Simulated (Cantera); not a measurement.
Feed: 1 mol CH3Cl, 0.021 mol HCl, held at 75.0 Torr.

Method: chemical equilibrium by Gibbs-energy minimisation in Cantera with the NASA 1993 tables (ideal gas, pure condensed phases). Candidate condensed phases: C, C6H6, C7H8, C8H18; 91 gas species. The tables' values for CCl are old estimates; treat these amounts as uncertain. Rates play no part.

log p: log10 of the partial pressure in bar; n: condensed amount in mol.

| T (K) | log p H2 | log p HCl | log p H | log p Cl | log p C3 | log p C2H2 (acetylene) | log p C2H | n C(graphite) |
|---|---|---|---|---|---|---|---|---|
| 2475 | -1.33 | -1.35 | -2.32 | -2.48 | -6.47 | -3.35 | -5.49 | 0.980 |
| 2575 | -1.35 | -1.37 | -2.14 | -2.31 | -5.81 | -3.18 | -5.05 | 0.971 |
| 2675 | -1.37 | -1.41 | -1.97 | -2.16 | -5.20 | -3.04 | -4.63 | 0.957 |
| 2775 | -1.40 | -1.45 | -1.83 | -2.04 | -4.64 | -2.92 | -4.26 | 0.938 |
| 2875 | -1.45 | -1.51 | -1.70 | -1.93 | -4.11 | -2.82 | -3.92 | 0.910 |
| 2975 | -1.50 | -1.59 | -1.59 | -1.84 | -3.62 | -2.74 | -3.60 | 0.867 |
| 3075 | -1.57 | -1.69 | -1.49 | -1.77 | -3.17 | -2.69 | -3.32 | [?] |
| 3175 | -1.67 | -1.80 | -1.41 | -1.72 | -2.74 | -2.67 | -3.08 | [?] |
| 3275 | -1.80 | -1.96 | -1.36 | -1.70 | -2.34 | -2.68 | -2.86 | [?] |

Task: Fill in the missing entries.

Result: 
- 3075, n C(graphite): 0.788
- 3175, n C(graphite): 0.621
- 3275, n C(graphite): 0.227
